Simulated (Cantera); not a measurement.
# Reactions in the system Ba-H-N-O

Cantera with NASA thermochemical tables; ideal gases at 1 bar, condensed phases pure. Values are per mole of reaction as written; species without (g) are pure solids or liquids, kept so even where they would boil at 1 bar.

3 BaO + 2 NH3(g) + 3 O(g) ⇌ N2(g) + 3 Ba(OH)2

| T (K) | ΔH° (kJ) | ΔS° (J/K) | ΔG° (kJ) | log10 K | condensed phases |
|---|---|---|---|---|---|
| 300 | -1850.1 | -571.6 | -1678.6 | 292.27 | BaO(s), Ba(OH)2(s) |
| 1275 | -1703.9 | -363.8 | -1240.0 | 50.80 | BaO(s), Ba(OH)2(l) |
| 1300 | -1701.6 | -362.0 | -1231.0 | 49.46 | BaO(s), Ba(OH)2(l) |
| 1325 | -1699.3 | -360.3 | -1221.9 | 48.17 | BaO(s), Ba(OH)2(l) |
| 1350 | -1697.1 | -358.6 | -1212.9 | 46.93 | BaO(s), Ba(OH)2(l) |
| 1375 | -1694.9 | -357.0 | -1204.0 | 45.74 | BaO(s), Ba(OH)2(l) |
| 1400 | -1692.7 | -355.4 | -1195.1 | 44.59 | BaO(s), Ba(OH)2(l) |
| 1425 | -1690.6 | -353.9 | -1186.2 | 43.48 | BaO(s), Ba(OH)2(l) |
| 1450 | -1688.5 | -352.5 | -1177.4 | 42.41 | BaO(s), Ba(OH)2(l) |
| 1475 | -1686.4 | -351.1 | -1168.6 | 41.38 | BaO(s), Ba(OH)2(l) |
| 1500 | -1684.4 | -349.7 | -1159.8 | 40.39 | BaO(s), Ba(OH)2(l) |
